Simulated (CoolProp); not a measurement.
The fluid at 293.15 K and 18 MPa flows at 0.17 m/s in a round tube of 20 mm bore and 1.5 µm roughness, fully developed (64/Re and Nu = 3.66 if laminar; Colebrook and Gnielinski if turbulent). The same conditions are run with several fluids, on thermodynamics alone (safety and materials aside).

Model: reference Helmholtz-energy equation of state of each fluid (R22: Kamei 1995; R123: Younglove 1994; R152A: Outcalt 1996; n-hexane: Thol 2019; n-pentane: Thol 2019), in CoolProp.

Problem. Rank R22, R123, R152A, n-hexane, n-pentane by Reynolds number, highest first.

Solution. R22 (24900), R152A (15000), R123 (9420), n-pentane (9240), n-hexane (6170)

```tsv
fluid	Darcy friction factor	pressure drop (Pa/m)	heat-transfer coefficient (W/(m² K))	mass flow (kg/h)
R22	0.0247	22.9	511	247
R123	0.0315	34.6	304	292
R152A	0.0280	19.4	474	184
n-hexane	0.0353	17.3	308	130
n-pentane	0.0317	14.8	375	124
```

Transport values come from each fluid's own correlations; those of R22, R152A, n-pentane are estimates that may be off by 10 % or more.
